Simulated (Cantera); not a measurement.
Input: 1 mol Fe2O3, 3.1 mol CO, 2.2 mol H2, a varied amount of C, equilibrated at 1973.15 K and 10000 Pa.

Method: chemical equilibrium by Gibbs-energy minimisation in Cantera with the NASA 1993 tables (ideal gas, pure condensed phases). Candidate condensed phases: C, C6H6, C7H8, C8H18, Fe, Fe(CO)5, FeO, Fe(OH)2, Fe(OH)3, Fe2O3, Fe3O4, H2O; 114 gas species. Kinetics and transport are ignored.

At 2.7 mol C, list the 5 most abundant gas species with their mole fractions, and the condensed phases.

CO 0.708, H2 0.250, H2O 0.0229, CO2 0.0144, Fe 0.00269. Condensed: Fe(l).
